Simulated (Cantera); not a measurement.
## Low-pressure radical oxidation in H2/O2

An isothermal, constant-pressure homogeneous reactor starts with 20.2 % H₂, 74.8 % O₂, 5.01 % H₂O, equivalence ratio 0.14, at 975 K and 0.0133 bar.

Computed with Cantera and the H2/O2 subset of GRI-Mech 3.0, which has no nitrogen chemistry. Radical loss at walls, strong at low pressure, is not modelled. The temperature is held fixed by assumption; the heat of reaction is taken as removed at once.

```
t (s)        x H₂   x O₂     x HO₂   x H₂O    x H₂O₂
--------  -------  -----  --------  ------  --------
2.00e-6     0.202  0.748  1.45e-12  0.0501    <1e-12
1.83e-5     0.202  0.748  1.33e-11  0.0501    <1e-12
0.000168    0.202  0.748  1.24e-10  0.0501    <1e-12
0.00154     0.202  0.748   4.89e-9  0.0501  2.53e-12
0.0141    0.00327  0.712   1.90e-5   0.271   6.59e-7
0.130     2.28e-5  0.720   1.34e-6   0.280   2.09e-7
1.19      3.22e-7  0.720   5.33e-8   0.280   3.06e-8
10.9      1.75e-8  0.720   4.27e-9   0.280   4.65e-9
100       1.54e-9  0.720  6.52e-10   0.280  6.23e-10
```
x: mole fraction; the columns are a selection and need not sum to one.

Equilibrium at this temperature and pressure: H₂ 1.17e-10, O₂ 0.720, HO₂ 8.85e-10, H₂O 0.280, H₂O₂ 5.57e-11 (gas phase only).
